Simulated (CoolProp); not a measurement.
Vapour-liquid equilibrium of fluoroethane (R161) (1) + R227EA (2) at 230 K; x and y are mole fractions of (1).

Computed with CoolProp (multi-fluid Helmholtz-energy mixture model, Wu 2012 and Lemmon 2016; pair parameters Bell 2016).

Q: Give the bubble pressure and the first vapour's composition at x = 0.275, 0.35, 0.875. Is there an azeotrope?

A: x = 0.275: 0.3323 bar, y = 0.457; x = 0.35: 0.3682 bar, y = 0.578; x = 0.875: 0.7006 bar, y = 0.967. No azeotrope shows between x = 0.05 and 0.95.

The pair parameters rest on a limited set of measurements; away from them the model extrapolates.
